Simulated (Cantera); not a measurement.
A closed system holds: 1 mol B, 3.8 mol H2O, 0.71 mol N2, held at 15000 Pa.

Equilibrium computed with Cantera from the NASA thermochemical tables; the gas is ideal and each condensed phase is pure. Candidate condensed phases: B, BN, B2O3, B3O3H3, H2O; 39 gas species. Gases not in the tables: H3BO3. Kinetics and transport are ignored. All values below are at 825 °C.

Base state: H2O 0.507, H2 0.333, N2 0.158, (HBO2)3 0.00246, HBO2 0.000310 (mole fractions); condensed: B2O3(l).

Q: What changes in the equilibrium state with this change: N2 from 0.71 to 79 mol?

A: 
```csv
species,before,after
N2,0.158,0.954
H2O,0.507,0.0277
H2,0.333,0.0181
HBO2,0.000310,7.24e-5
(HBO2)3,0.00246,3.14e-5
"B2O3(l), mol",0.483,0.493
```
